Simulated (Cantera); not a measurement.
Input (Python, Cantera):

```python
import numpy as np
import cantera as ct

gas = ct.Solution("gri30.yaml")
gas.TPX = 1498, 100000, {'CH4': 1, 'N2': 5}
reactor = ct.IdealGasConstPressureReactor(gas, energy="off", clone=False)
net = ct.ReactorNet([reactor])
net.rtol, net.atol = 1e-08, 1e-18
show = ['CH4', 'CH2', 'C2H4', 'HCN', 'C2H6', 'H']
times = np.geomspace(0.0007, 9, 12)

steps = ct.SolutionArray(gas, extra=["t"])
rows = []
print(f"{'t/s':>10s}{'T/K':>9s}{'P/Pa':>11s}" + "".join(f"{s:>11s}" for s in show))
for t in times:
    while net.time < t:
        t_next = net.step()
        steps.append(gas.state, t=t_next)
    rows.append([np.interp(t, steps.t, y) for y in (steps.T, steps.P, *steps(*show).X.T)])
    print(f"{t:10.3e}{rows[-1][0]:9.1f}{rows[-1][1]:11.4g}" + "".join(f"{x:11.3e}" for x in rows[-1][2:]))
rate = np.gradient(steps.T, steps.t)
print("integrator steps:", len(steps.t))
if steps.T.max() > steps.T[0] + 200:
    print(f"time of steepest temperature rise: {steps.t[rate.argmax()]:.4e} s")
gas.TPX = 1498, 100000, {'CH4': 1, 'N2': 5}
gas.equilibrate("TP")
print(f"equilibrium (TP): T = {gas.T:.1f} K  " + "  ".join(f"{s} {gas[s].X[0]:.3e}" for s in show))
```

Result:

```
       t/s      T/K       P/Pa        CH4        CH2       C2H4        HCN       C2H6          H
 7.000e-04   1498.0      1e+05  1.666e-01  6.194e-10  2.564e-06  2.419e-14  1.238e-05  2.242e-08
 1.654e-03   1498.0      1e+05  1.665e-01  1.117e-09  1.469e-05  1.002e-13  5.389e-05  2.882e-08
 3.910e-03   1498.0      1e+05  1.661e-01  2.010e-09  7.016e-05  3.756e-13  1.530e-04  4.525e-08
 9.242e-03   1498.0      1e+05  1.651e-01  3.664e-09  3.309e-04  1.654e-12  3.400e-04  9.864e-08
 2.184e-02   1498.0      1e+05  1.619e-01  5.232e-09  1.250e-03  9.665e-12  5.114e-04  2.688e-07
 5.163e-02   1498.0      1e+05  1.542e-01  4.663e-09  2.437e-03  5.298e-11  4.276e-04  6.530e-07
 1.220e-01   1498.0      1e+05  1.400e-01  3.330e-09  2.099e-03  2.038e-10  2.628e-04  1.284e-06
 2.884e-01   1498.0      1e+05  1.172e-01  2.298e-09  1.449e-03  6.099e-10  1.418e-04  2.185e-06
 6.817e-01   1498.0      1e+05  8.575e-02  1.532e-09  1.490e-03  1.540e-09  6.375e-05  3.405e-06
 1.611e+00   1498.0      1e+05  5.143e-02  9.679e-10  2.167e-03  3.418e-09  2.273e-05  4.948e-06
 3.808e+00   1498.0      1e+05  2.649e-02  6.035e-10  2.965e-03  6.957e-09  8.240e-06  6.584e-06
 9.000e+00   1498.0      1e+05  1.808e-02  4.729e-10  3.287e-03  1.402e-08  5.609e-06  7.457e-06
integrator steps: 1399
equilibrium (TP): T = 1498.0 K  CH4 1.289e-02  CH2 3.283e-10  C2H4 1.654e-03  HCN 7.015e-02  C2H6 2.846e-06  H 7.668e-06
```

Computed with Cantera and GRI-Mech 3.0 (53 species, 325 reactions). GRI-Mech 3.0 stops at C3 and has no aromatics, soot or wall deposition, so with more carbon than oxygen in the feed, carbon stays in small species such as C2H2 where larger ones or solid carbon would form.
